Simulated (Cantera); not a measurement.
Mixture: H2 : O2 : N2 = 1 : 0.943 : 3.55 (molar parts), equivalence ratio 0.53, at 1.00 bar, adiabatic and at constant pressure. Ignition delay is the time to a rise of 400 K.

Computed with Cantera and GRI-Mech 3.0 (53 species, 325 reactions). Below about 950 K walls govern HO2 and H2O2 in real vessels. Where the delays flatten at high temperature, the 400 K rule measures the pace of heat release, not the induction time.

### Question
What does this change do: 0.44 parts CO2 added?

### Answer
| quantity | before | after |
|---|---|---|
| delay at 875 K | 0.919 s | 1.03 s |
| delay at 1075 K | 0.115 ms | 0.129 ms |
| delay at 1275 K | 37.6 µs | 42.8 µs |
| delay at 1475 K | 24.6 µs | 30.8 µs |

### Question
What does this change do: 0.49 parts NO added?

### Answer
```
quantity           before     after
---------------  --------  --------
delay at 875 K    0.919 s   1.37 ms
delay at 1075 K  0.115 ms  0.105 ms
delay at 1275 K   37.6 µs   37.2 µs
delay at 1475 K   24.6 µs   22.9 µs
```
The mechanism lacks 2 NO + O2 → 2 NO2 and HONO, so NO2 and the effect of NO are under-described below about 1400 K.
